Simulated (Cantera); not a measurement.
Input: 1 mol SiF4, 9 mol NO, 32 mol N2, held at 1452 °C.

Method: chemical equilibrium by Gibbs-energy minimisation in Cantera with the NASA 1993 tables (ideal gas, pure condensed phases). Candidate condensed phases: Si, SiO2, Si2N2O, Si3N4; 28 gas species. The tables' values for SiF3 are old estimates; treat these amounts as uncertain. The tables hold silica as quartz up to 1696 K and as liquid above; real silica turns to tridymite and cristobalite and melts near 1996 K. Equilibrium is a limit: real reactors are often held back by kinetics, nucleation or transport.

Q: At 710 Pa, list the 5 most abundant gas species with their mole fractions, and the condensed phases.

A: N2 0.868, O2 0.106, SiF4 0.0238, NO 0.00237, O 0.000224. Condensed: SiO2(condensed).
